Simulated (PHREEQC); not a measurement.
Dissolve 0.0029 mol FeCl3, 0.0037 mol NaHCO3 and 0.00047 mol Na2SO4 per kg of water at 25 °C. Closed to the air; pH follows from the charge balance.

Computed with PHREEQC (ion-association model, phreeqc.dat).

- pH = 3.62
- ionic strength = 0.0124 mol/kgw
- total alkalinity = -2.10 meq/kg

| species | molality | activity | log γ |
|---|---|---|---|
| Cl- | 0.00869 | 0.00775 | -0.050 |
| Na+ | 0.00463 | 0.00415 | -0.048 |
| CO2 | 0.00369 | 0.00370 | 0.001 |
| FeOH+2 | 0.00119 | 0.000767 | -0.192 |
| Fe(OH)2+ | 0.00117 | 0.00105 | -0.047 |
| SO4-2 | 0.000373 | 0.000239 | -0.193 |
| H+ | 0.000267 | 0.000242 | -0.043 |
| Fe2(OH)2+4 | 9.70e-5 | 1.58e-5 | -0.788 |

No solid was allowed to form. The solution is supersaturated, for example in Fe(OH)3(a), Hematite (slow to form), so a real one may precipitate; this is no full list.
